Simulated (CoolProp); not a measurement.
Model: reference Helmholtz-energy equation of state, Schroeder 2014, in CoolProp.

### Question
For ethanol, give the phase and the cv (kJ/(kg K)), Joule-Thomson coefficient (K/MPa) at 534.9 K and 36.7 MPa; 588.1 K and 36.7 MPa.

### Answer
- 534.9 K and 36.7 MPa: supercritical; cv 2.96, Joule-Thomson coefficient 0.107
- 588.1 K and 36.7 MPa: supercritical; cv 3.00, Joule-Thomson coefficient 0.360
